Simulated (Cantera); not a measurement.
An isothermal, constant-pressure homogeneous reactor starts with NO : N2 = 1 : 8.8 (molar parts), at 1773 K and 0.0140 bar. Integrator tolerance rtol = 1e-08.

Cantera simulation using GRI-Mech 3.0 (53 species, 325 reactions); the numbers are that mechanism's predictions, not measurements. Radical loss at walls, strong at low pressure, is not modelled.

### Question
What does this change do: NO 1 to 0.11 parts?

### Answer
```tsv
quantity	before	after
x(NO) at 60.0 s	0.0959 (gas-phase equilibrium 0.00203)	0.0122 (gas-phase equilibrium 0.000709)
x(O) at 60.0 s	5.54e-5 (gas-phase equilibrium 0.000178)	1.16e-5 (gas-phase equilibrium 6.07e-5)
x(O2) at 60.0 s	0.00303 (gas-phase equilibrium 0.0499)	5.83e-5 (gas-phase equilibrium 0.00579)
x(N2) at 60.0 s	0.901 (gas-phase equilibrium 0.948)	0.988 (gas-phase equilibrium 0.993)
x(NO2) at 60.0 s	3.83e-6 (gas-phase equilibrium 3.11e-7)	1.10e-7 (gas-phase equilibrium 3.69e-8)
x(N2O) at 60.0 s	3.40e-6 (gas-phase equilibrium 1.52e-8)	5.99e-8 (gas-phase equilibrium 5.43e-9)
```
